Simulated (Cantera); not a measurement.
# NO annealing gas

An isothermal, constant-pressure homogeneous reactor starts with 60.2 % NO, 39.8 % N₂, at 1675 K and 0.970 bar.

Cantera simulation using GRI-Mech 3.0 (53 species, 325 reactions); the numbers are that mechanism's predictions, not measurements.

| t (s) | x NO | x O₂ | x N₂ | x N₂O | x NO₂ | x O |
|---|---|---|---|---|---|---|
| 0.000600 | 0.602 | 7.54e-8 | 0.398 | 1.39e-5 | 1.49e-5 | 4.21e-7 |
| 0.00200 | 0.602 | 1.08e-6 | 0.398 | 4.13e-5 | 5.37e-5 | 7.77e-7 |
| 0.00665 | 0.602 | 2.48e-5 | 0.398 | 9.63e-5 | 0.000179 | 1.81e-6 |
| 0.0221 | 0.601 | 0.000323 | 0.398 | 0.000137 | 0.000304 | 2.75e-6 |
| 0.0736 | 0.599 | 0.00157 | 0.399 | 0.000139 | 0.000341 | 3.06e-6 |
| 0.245 | 0.590 | 0.00567 | 0.404 | 0.000134 | 0.000426 | 3.80e-6 |
| 0.815 | 0.564 | 0.0187 | 0.417 | 0.000122 | 0.000605 | 5.51e-6 |
| 2.71 | 0.490 | 0.0553 | 0.453 | 9.13e-5 | 0.000843 | 8.64e-6 |
| 9.03 | 0.338 | 0.131 | 0.530 | 4.29e-5 | 0.000879 | 1.29e-5 |
| 30.0 | 0.157 | 0.222 | 0.620 | 9.27e-6 | 0.000529 | 1.65e-5 |
| 100 | 0.0472 | 0.277 | 0.675 | 9.67e-7 | 0.000177 | 1.84e-5 |
x: mole fraction; the columns are a selection and need not sum to one.

Equilibrium at this temperature and pressure: NO 0.00297, O₂ 0.300, N₂ 0.697, N₂O 1.62e-7, NO₂ 1.16e-5, O 1.91e-5 (gas phase only).
